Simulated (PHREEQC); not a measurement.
Solution (42 °C): 0.00098 mol CuSO4, 9.4e-05 mol HCl and 0.00011 mol Na2SO4 per kg of water. Closed to the air; pH follows from the charge balance.

All values are PHREEQC results (ion-association model, phreeqc.dat), not measurements.

No solid was allowed to form.

Order these S species by the share of S that they hold, largest first: SO4-2, HSO4-, CuSO4.

SO4-2 (89 %), CuSO4 (10 %), HSO4- (0.83 %)

The pH is 4.10 and the ionic strength 0.00388 mol/kgw. Species that the database lacks are ignored. Away from 25 °C the constants follow the database's enthalpies or fits; those with neither stay at their 25 °C values.
